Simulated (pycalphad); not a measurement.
Phase fractions of Fe-89.45Si (wt.%)

Source of the numbers: pycalphad with the COST 507 light-alloy database (1999); pressure 1 atm. These are 1990s assessments: newer ones move some temperatures and phases. Amounts are mole fractions of atoms. Diffusion is slow at the low end, where real alloys seldom reach equilibrium.

| T (K) | LIQUID | DIAMOND_A4 | FESI2_H | FESI2_L |
|---|---|---|---|---|
| 1690 | 1.000 | - | - | - |
| 1610 | 0.339 | 0.661 | - | - |
| 1530 | 0.230 | 0.770 | - | - |
| 1450 | - | 0.813 | 0.187 | - |
| 1370 | - | 0.813 | 0.187 | - |
| 1290 | - | 0.813 | 0.187 | - |
| 1210 | - | 0.832 | - | 0.168 |
| 1130 | - | 0.832 | - | 0.168 |
| 1050 | - | 0.832 | - | 0.168 |
| 970 | - | 0.832 | - | 0.168 |
| 890 | - | 0.832 | - | 0.168 |
| 810 | - | 0.832 | - | 0.168 |
| 730 | - | 0.832 | - | 0.168 |
| 650 | - | 0.832 | - | 0.168 |
| 570 | - | 0.832 | - | 0.168 |

Database names, with the compositions (at.%) that they take in these runs: FESI2_H: Si 70 Fe 30; FESI2_L: Si 67 Fe 33. DIAMOND_A4 is diamond (Si).
